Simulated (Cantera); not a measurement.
An adiabatic, constant-volume homogeneous reactor starts with CH4 : C2H6 : O2 : N2 = 1 : 0.14 : 4.53 : 17 (molar parts), equivalence ratio 0.55, at 1250 K and 20000 Pa. Integrator tolerance rtol = 1e-08.

Detailed kinetics in Cantera: GRI-Mech 3.0 (53 species, 325 reactions).

### Question
What does this change do: pressure from 20000 Pa to 230000 Pa?

### Answer
```tsv
quantity	before	after
time of steepest temperature rise	5.22 ms	1.05 ms
temperature at 2.00 s	2454 K	2542 K
equilibrium temperature	2454 K	2542 K
x(CH4) at 2.00 s	<1e-12 (gas-phase equilibrium <1e-12)	<1e-12 (gas-phase equilibrium <1e-12)
x(C2H6) at 2.00 s	<1e-12 (gas-phase equilibrium <1e-12)	<1e-12 (gas-phase equilibrium <1e-12)
x(O2) at 2.00 s	0.0821 (gas-phase equilibrium 0.0821)	0.0810 (gas-phase equilibrium 0.0810)
x(CH2O) at 2.00 s	3.08e-12 (gas-phase equilibrium 3.08e-12)	8.72e-12 (gas-phase equilibrium 8.72e-12)
x(H2O) at 2.00 s	0.0957 (gas-phase equilibrium 0.0957)	0.0999 (gas-phase equilibrium 0.0999)
```
